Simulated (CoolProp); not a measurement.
A simple Rankine cycle with n-heptane: condensing at 289.15 K, boiler at 0.392 MPa, turbine inlet 427.4 K, turbine efficiency 0.6, pump efficiency 0.6, no recuperator. Each further row changes one setting.

Model: reference Helmholtz-energy equation of state, Span 2003, in CoolProp. It is a short technical equation, of lower accuracy than the large ones.

```csv
case,thermal efficiency (%),net work (kJ/kg),heat in (kJ/kg),turbine exit temperature (K),volume ratio over the turbine
as stated,13.8,85.2,618,378.6,105
turbine inlet 447.4 K,13.6,90.3,666,399.3,103
condensing temperature 281.15 K,14.6,92.8,635,374.7,161
boiler pressure 0.274 MPa,12.9,80.5,624,383.9,70.5
turbine efficiency 0.5,11.5,70.8,618,385.7,107
```
